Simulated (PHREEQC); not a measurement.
**Brine: an equilibrium model**

Make-up at 25 °C: 0.7 mol HCl and 0.88 mol KCl per kg of water. Closed to the air; pH follows from the charge balance.

The numbers come from PHREEQC with the Pitzer model, pitzer.dat.

No solid was allowed to form.

Task: Estimate the pH.

Result: pH 0.11.

In brines, pH and single-ion activities rest on the MacInnes convention.
